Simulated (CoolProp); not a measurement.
Values from CoolProp's reference Helmholtz-energy equation of state, Smukala 2000.

Problem. For ethylene, give the phase and the cv (kJ/(kg K)) at 299.4 K and 11400 kPa; 236.1 K and 463 kPa; 401.4 K and 63.3 kPa.

Solution. 
- 299.4 K and 11400 kPa: supercritical; cv 1.47
- 236.1 K and 463 kPa: gas; cv 1.08
- 401.4 K and 63.3 kPa: gas; cv 1.60
